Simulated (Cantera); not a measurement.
Input (Python, Cantera) and output of one run.

```python
import numpy as np
import cantera as ct

gas_names = """
    O3 PbO
""".split()
cond_names = """
    Pb(cr) Pb(L)
""".split()


# ... load() reads the species with a 1 bar reference pressure and builds the phases ...
species = {s.name: s for s in load("nasa_gas.yaml", gas_names) + load("nasa_condensed.yaml", cond_names)}
# Each term lists the table entries of one substance; the one whose range holds T is used.
reactions = {
    'O3(g) + 3 Pb = 3 PbO(g)':
        [(-1, ['O3']), (-3, ['Pb(cr)', 'Pb(L)']), (3, ['PbO'])],
}


def pick(names, T):
    return next(species[n] for n in names if species[n].thermo.min_temp <= T <= species[n].thermo.max_temp)


results = []
for label, terms in reactions.items():
    print(label)
    print("     T/K   dH/kJ  dS/(J/K)   dG/kJ   log10 K")
    for T in [1898, 1973, 2048, 2123, 2198, 2273, 2348, 2423, 2498, 2573]:
        used = [(nu, pick(names, T)) for nu, names in terms]
        dH = sum(nu * s.thermo.h(T) for nu, s in used) / 1e6
        dS = sum(nu * s.thermo.s(T) for nu, s in used) / 1e3
        dG = dH - T * dS / 1e3
        logK = -dG * 1e6 / (ct.gas_constant * T * np.log(10))
        results.append((label, T, dH, dS, dG, logK, [s.name for _, s in used]))
        print(f"{T:8g} {dH:8.1f} {dS:8.1f} {dG:8.1f} {logK:8.2f}")
```

Result:

```
O3(g) + 3 Pb = 3 PbO(g)
     T/K   dH/kJ  dS/(J/K)   dG/kJ   log10 K
    1898      3.8    206.4   -387.9    10.68
    1973      0.8    204.9   -403.4    10.68
    2048     -2.2    203.3   -418.7    10.68
    2123     -5.5    201.8   -433.9    10.67
    2198     -8.8    200.2   -448.9    10.67
    2273    -12.4    198.7   -463.9    10.66
    2348    -16.0    197.1   -478.7    10.65
    2423    -19.9    195.5   -493.5    10.64
    2498    -23.8    193.8   -508.0    10.62
    2573    -28.0    192.2   -522.5    10.61
```

Source: NASA polynomial tables (part measured, part estimated), evaluated in Cantera. Condensed species are held in their standard states even where they would react or evaporate.
